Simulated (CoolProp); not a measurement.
Vapour pressure (bar) of fluorine: the reference equation beside estimates from Tc = 144.4 K, pc = 52.40 bar, ω = 0.045. Clausius-Clapeyron is anchored at 80.8 K with a constant enthalpy of vaporisation of 6.771 kJ/mol.

Computed with CoolProp (reference Helmholtz-energy equation of state, de Reuck 1990).

| T (K) | reference | Clausius-Clapeyron | Peng-Robinson |
|---|---|---|---|
| 80.8 | 0.6064 | 0.6064 | 0.6402 |
| 86.6 | 1.208 | 1.191 | 1.255 |
| 92.4 | 2.191 | 2.149 | 2.251 |
| 98.2 | 3.686 | 3.617 | 3.757 |
| 104 | 5.831 | 5.744 | 5.913 |
| 109.8 | 8.774 | 8.687 | 8.869 |
| 115.6 | 12.66 | 12.60 | 12.78 |
| 121.5 | 17.75 | 17.74 | 17.92 |
| 127.3 | 24.05 | 24.08 | 24.28 |
| 133.1 | 31.83 | 31.82 | 32.11 |
| 138.9 | 41.33 | 41.09 | 41.62 |

Absolute difference from the reference over all 11 rows, mean and median: Clausius-Clapeyron 0.8 and 0.6 %, Peng-Robinson 1.9 and 1.1 %.
